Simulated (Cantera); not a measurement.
# Ammonia decomposition in nitride growth gas

A perfectly stirred reactor is fed with NH₃ : N₂ = 1 : 7.5 (molar parts), at 0.400 bar; it is held at 1450 K, and followed from long to short residence time.

Model: the gas-phase N/H chemistry of the illustrative SiF4/NH3 mechanism in the Surface Chemkin manual (1991), integrated in Cantera. Walls and surfaces, which speed up NH3 decomposition in real reactors, are not modelled.

```csv
τ (s),x NH₃,x N,x H,x NH,x N₂H₄
10,0.108,2.21e-9,7.24e-7,6.34e-8,1.58e-8
3.7,0.113,1.32e-9,3.33e-7,6.03e-8,1.94e-8
1.4,0.116,5.57e-10,1.40e-7,5.09e-8,2.18e-8
0.51,0.117,1.86e-10,5.28e-8,4.12e-8,2.23e-8
0.19,0.117,5.85e-11,1.86e-8,3.32e-8,1.97e-8
0.070,0.118,1.48e-11,5.38e-9,2.27e-8,1.24e-8
0.026,0.118,2.43e-12,1.24e-9,8.71e-9,3.49e-9
0.0096,0.118,<1e-12,5.55e-10,1.73e-9,5.16e-10
0.0035,0.118,<1e-12,4.73e-10,2.50e-10,6.83e-11
0.0013,0.118,<1e-12,4.62e-10,3.05e-11,9.23e-12
```
x: mole fraction; the columns are a selection and need not sum to one.
